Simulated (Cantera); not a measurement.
Input: 1 mol Si2Cl6, 71 mol H2, held at 1002 °C and 0.133 bar.

Cantera equilibrium calculation (NASA polynomials, part measured and part estimated; ideal gas, pure solids and liquids). Candidate condensed phases: Si; 19 gas species. The feed counts by its element totals alone. The tables' values for SiCl3 are old estimates; treat these amounts as uncertain. Equilibrium is a limit: real reactors are often held back by kinetics, nucleation or transport.

Base state: H2 0.940, HCl 0.0477, SiCl2 0.00628, SiCl4 0.00253, SiHCl3 0.00201, SiCl3 0.00156, SiH2Cl2 0.000221 (mole fractions); condensed: Si(s).

Q: What changes in the equilibrium state with this change: Si2Cl6 replaced by Si3H8?

A: 
```tsv
species	before	after
H2	0.940	1.000
HCl	0.0477	0
SiCl2	0.00628	0
SiCl4	0.00253	0
SiHCl3	0.00201	0
SiCl3	0.00156	0
SiH2Cl2	0.000221	0
Si(s), mol	1.07	3.00
```

Q: What changes in the equilibrium state with this change: Si2Cl6 replaced by Si2H6?

A: 
```csv
species,before,after
H2,0.940,1.000
HCl,0.0477,0
SiCl2,0.00628,0
SiCl4,0.00253,0
SiHCl3,0.00201,0
SiCl3,0.00156,0
SiH2Cl2,0.000221,0
"Si(s), mol",1.07,2.00
```

Q: What changes in the equilibrium state with this change: Si2Cl6 replaced by SiH4?

A: 
```
species      before  after
----------  -------  -----
H2            0.940  1.000
HCl          0.0477      0
SiCl2       0.00628      0
SiCl4       0.00253      0
SiHCl3      0.00201      0
Si(s), mol     1.07  1.000
```
